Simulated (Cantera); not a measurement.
A closed system holds: 1 mol B2O3, 3.7 mol NH3, 0.59 mol H2, held at 1800 °C and 87.0 mbar.

Equilibrium computed with Cantera from the NASA thermochemical tables; the gas is ideal and each condensed phase is pure. Candidate condensed phases: B, BN, B2O3, B3O3H3, H2O; 39 gas species. Kinetics and transport are ignored.

Base state: H2 0.624, N2 0.204, B2O3 0.0548, HBO2 0.0502, HBO 0.0413, H 0.00704, B2O2 0.00671, BO 0.00633 (mole fractions); condensed: gas only.

### Question
What changes in the equilibrium state with this change: B2O3 replaced by B?

### Answer
```tsv
species	before	after
H2	0.624	0.812
N2	0.204	0.180
H	0.00704	0.00804
B2O3	0.0548	0
HBO2	0.0502	0
HBO	0.0413	0
BH2	1.15e-6	8.36e-5
B2O2	0.00671	0
BO	0.00633	0
H2O	0.00538	0
BO2	7.78e-5	0
BN(s), mol	0	0.999
```
The tables' values for BH2 are old estimates; treat these amounts as uncertain.
